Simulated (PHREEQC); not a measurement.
Model water analysis in mg/L, 25 °C, pH 3.11, pe 11.7: Na 19.3; K 52.6; Ca 62.5; Mg 5.91; Cl 68.4; S(6) as SO4 257; B 0.0355.

Cl is adjusted to close the charge balance.
Valence states are taken as typed.

Computed with PHREEQC (ion-association model, phreeqc.dat).

```
quantity                     before     after
-------------------------  --------  --------
ionic strength (mol/kgw)    0.00982    0.0182
SO4-2 (mol/kgw)             0.00225   0.00200
Ca+2 (mol/kgw)              0.00132   0.00417
CaSO4 (mol/kgw)            0.000237  0.000525
Mg+2 (mol/kgw)             0.000196  0.000208
HSO4- (mol/kgw)            0.000126  0.000102
SI of Gypsum (CaSO4:2H2O)     -1.29     -0.95
SI of Halite (NaCl)           -7.59     -6.88
```

Problem. Name the change that produced these shifts.
A) S(6) from 257 to 128 mg/L
B) Ca from 62.5 to 188 mg/L
C) all concentrations times 2 at the same typed pH

Solution. B, Ca from 62.5 to 188 mg/L

Precipitation was switched off in this run.
